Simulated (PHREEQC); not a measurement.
# Alkaline etch or developer: an equilibrium model

A solution holds 0.0024 mol TMAH and 0.012 mol K2SiO3 per kg of water, at 25 °C. Closed to the air; pH follows from the charge balance.

Computed with PHREEQC (ion-association model, phreeqc.dat).

Each row changes one thing in this solution. No solid was allowed to form.

```csv
case,pH,ionic strength (mol/kgw)
as made,12.04,0.0277
temperature from 25 to 60 °C,11.08,0.0273
K2SiO3 left out,[?],0.00240
TMAH replaced by (CH3)4NCl at the same molality,[?],0.0275
TMAH from 0.0024 to 0.00024 mol/kgw,11.98,0.0253
0.0068 mol/kgw CO2 added,[?],0.0328
TMAH from 0.0024 to 0.0036 mol/kgw,12.08,0.0290
0.0035 mol/kgw Na2CO3 added,12.04,0.0377
0.00037 mol/kgw NaHF2 added,[?],0.0280
```

Question: Complete the blanks.

Answer: 
- K2SiO3 left out, pH: 11.35
- TMAH replaced by (CH3)4NCl at the same molality, pH: 11.97
- 0.0068 mol/kgw CO2 added, pH: 11.14
- 0.00037 mol/kgw NaHF2 added, pH: 12.03

Some of these states are supersaturated (in Quartz (slow to form), Chalcedony (slow to form), for instance). (CH3)4N+ isn't in the database: it is added as a free cation with an ion size of 4 Å. Constants without temperature data keep their 25 °C values here.
